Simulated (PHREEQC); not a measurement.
Make-up at 25 °C: 0.0091 mol/kgw KH2PO4. Closed to the air; pH follows from the charge balance.

The numbers come from PHREEQC with the ion-association model, phreeqc.dat.

The ionic strength comes out as 0.00916 mol/kgw. What activity coefficients do H2PO4-, HPO4-2, K+, H+ get?

H2PO4- 0.91, HPO4-2 0.68, K+ 0.90, H+ 0.92.

Precipitation was switched off in this run.
